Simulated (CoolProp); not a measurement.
Saturation properties of R22 (Tc = 369.3 K, pc = 4.990 MPa, ω = 0.221).

The numbers come from the reference Helmholtz-energy equation of state, Kamei 1995 in CoolProp.

```json
[
 {"T (K)": "205.3", "p (MPa)": "0.02345", "liquid density (kg/m³)": "1485", "vapour density (kg/m³)": "1.203", "enthalpy of vaporisation (kJ/kg)": "249.9", "liquid viscosity (µPa s)": "433", "vapour viscosity (µPa s)": "9.39"},
 {"T (K)": "212.5", "p (MPa)": "0.03613", "liquid density (kg/m³)": "1465", "vapour density (kg/m³)": "1.799", "enthalpy of vaporisation (kJ/kg)": "245.7", "liquid viscosity (µPa s)": "385", "vapour viscosity (µPa s)": "9.73"},
 {"T (K)": "219.7", "p (MPa)": "0.05386", "liquid density (kg/m³)": "1445", "vapour density (kg/m³)": "2.609", "enthalpy of vaporisation (kJ/kg)": "241.5", "liquid viscosity (µPa s)": "344", "vapour viscosity (µPa s)": "10.1"},
 {"T (K)": "227", "p (MPa)": "0.07836", "liquid density (kg/m³)": "1425", "vapour density (kg/m³)": "3.701", "enthalpy of vaporisation (kJ/kg)": "[?]", "liquid viscosity (µPa s)": "310", "vapour viscosity (µPa s)": "10.4"},
 {"T (K)": "234.2", "p (MPa)": "0.1105", "liquid density (kg/m³)": "1404", "vapour density (kg/m³)": "5.099", "enthalpy of vaporisation (kJ/kg)": "232.6", "liquid viscosity (µPa s)": "280", "vapour viscosity (µPa s)": "10.8"},
 {"T (K)": "241.4", "p (MPa)": "0.1521", "liquid density (kg/m³)": "1382", "vapour density (kg/m³)": "6.880", "enthalpy of vaporisation (kJ/kg)": "228.0", "liquid viscosity (µPa s)": "[?]", "vapour viscosity (µPa s)": "11.1"},
 {"T (K)": "248.6", "p (MPa)": "0.2051", "liquid density (kg/m³)": "1361", "vapour density (kg/m³)": "9.112", "enthalpy of vaporisation (kJ/kg)": "223.2", "liquid viscosity (µPa s)": "232", "vapour viscosity (µPa s)": "11.5"},
 {"T (K)": "255.8", "p (MPa)": "[?]", "liquid density (kg/m³)": "1338", "vapour density (kg/m³)": "11.87", "enthalpy of vaporisation (kJ/kg)": "218.1", "liquid viscosity (µPa s)": "211", "vapour viscosity (µPa s)": "11.8"},
 {"T (K)": "263.1", "p (MPa)": "0.3542", "liquid density (kg/m³)": "1315", "vapour density (kg/m³)": "15.30", "enthalpy of vaporisation (kJ/kg)": "212.8", "liquid viscosity (µPa s)": "193", "vapour viscosity (µPa s)": "12.2"},
 {"T (K)": "270.3", "p (MPa)": "[?]", "liquid density (kg/m³)": "1291", "vapour density (kg/m³)": "19.39", "enthalpy of vaporisation (kJ/kg)": "207.3", "liquid viscosity (µPa s)": "[?]", "vapour viscosity (µPa s)": "12.5"},
 {"T (K)": "277.5", "p (MPa)": "0.5723", "liquid density (kg/m³)": "[?]", "vapour density (kg/m³)": "24.30", "enthalpy of vaporisation (kJ/kg)": "201.5", "liquid viscosity (µPa s)": "162", "vapour viscosity (µPa s)": "12.9"},
 {"T (K)": "284.7", "p (MPa)": "0.7133", "liquid density (kg/m³)": "1241", "vapour density (kg/m³)": "30.17", "enthalpy of vaporisation (kJ/kg)": "195.3", "liquid viscosity (µPa s)": "149", "vapour viscosity (µPa s)": "13.2"},
 {"T (K)": "291.9", "p (MPa)": "0.8786", "liquid density (kg/m³)": "1215", "vapour density (kg/m³)": "37.14", "enthalpy of vaporisation (kJ/kg)": "188.8", "liquid viscosity (µPa s)": "[?]", "vapour viscosity (µPa s)": "13.6"}
]
```

Task: What belongs in the gaps?

Result: 
- 227, enthalpy of vaporisation (kJ/kg): 237.1
- 241.4, liquid viscosity (µPa s): 254
- 255.8, p (MPa): 0.2714
- 270.3, p (MPa): 0.4534
- 270.3, liquid viscosity (µPa s): 177
- 277.5, liquid density (kg/m³): 1267
- 291.9, liquid viscosity (µPa s): 137

It boils at 232.3 K under 1 atm.

Viscosity comes from a separate model (Bell 2016), an estimate that may be off by 10 % or more.
